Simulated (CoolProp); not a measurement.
Vapour-liquid equilibrium of methane (1) + ethylene (2) at 135.7 K; x and y are mole fractions of (1).

Model: multi-fluid Helmholtz-energy mixture model, Setzmann 1991 and Smukala 2000; pair parameters Bell 2016, in CoolProp.

```json
[
 {"x": "0.05", "bubble pressure (kPa)": "46.90", "y at the bubble point": "0.836", "dew pressure at overall composition x (kPa)": "8.330", "liquid density (mol/L)": "22.02"},
 {"x": "0.15", "bubble pressure (kPa)": "118.7", "y at the bubble point": "0.940", "dew pressure at overall composition x (kPa)": "9.305", "liquid density (mol/L)": "22.32"},
 {"x": "0.25", "bubble pressure (kPa)": "181.2", "y at the bubble point": "0.963", "dew pressure at overall composition x (kPa)": "10.54", "liquid density (mol/L)": "22.60"},
 {"x": "0.35", "bubble pressure (kPa)": "234.8", "y at the bubble point": "0.974", "dew pressure at overall composition x (kPa)": "12.14", "liquid density (mol/L)": "22.87"},
 {"x": "0.45", "bubble pressure (kPa)": "280.8", "y at the bubble point": "0.980", "dew pressure at overall composition x (kPa)": "14.33", "liquid density (mol/L)": "23.13"},
 {"x": "0.55", "bubble pressure (kPa)": "321.5", "y at the bubble point": "0.984", "dew pressure at overall composition x (kPa)": "17.47", "liquid density (mol/L)": "23.37"},
 {"x": "0.65", "bubble pressure (kPa)": "359.3", "y at the bubble point": "0.988", "dew pressure at overall composition x (kPa)": "22.37", "liquid density (mol/L)": "23.59"},
 {"x": "0.75", "bubble pressure (kPa)": "396.8", "y at the bubble point": "0.991", "dew pressure at overall composition x (kPa)": "31.10", "liquid density (mol/L)": "23.76"},
 {"x": "0.85", "bubble pressure (kPa)": "437.0", "y at the bubble point": "0.994", "dew pressure at overall composition x (kPa)": "50.98", "liquid density (mol/L)": "23.89"},
 {"x": "0.95", "bubble pressure (kPa)": "483.2", "y at the bubble point": "0.998", "dew pressure at overall composition x (kPa)": "140.1", "liquid density (mol/L)": "23.96"}
]
```

No azeotrope shows between x = 0.05 and 0.95.

The pair parameters rest on a limited set of measurements; away from them the model extrapolates.
